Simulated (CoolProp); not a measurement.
A closed Brayton cycle with carbon dioxide: compressor inlet 331.15 K and 9.3 MPa, high pressure 27.2 MPa, turbine inlet 825 K, compressor efficiency 0.8, turbine efficiency 0.9, recuperator effectiveness 0.95 (on enthalpy, no pinch check). Each further row changes one setting.

Computed with CoolProp (reference Helmholtz-energy equation of state, Span 1996).

```tsv
case	thermal efficiency (%)	net work (kJ/kg)	compressor to turbine work	compressor exit (K)	turbine exit (K)
as stated	33.8	79.9	0.43	421.2	696.5
turbine inlet 775 K	31.3	70.1	0.46	421.2	651.1
compressor inlet 341.15 K	32.0	72.3	0.48	439.3	696.5
high pressure 23.1 MPa	33.6	71.3	0.41	407.0	715.5
recuperator effectiveness 0.5	21.0	79.9	0.43	421.2	696.5
```
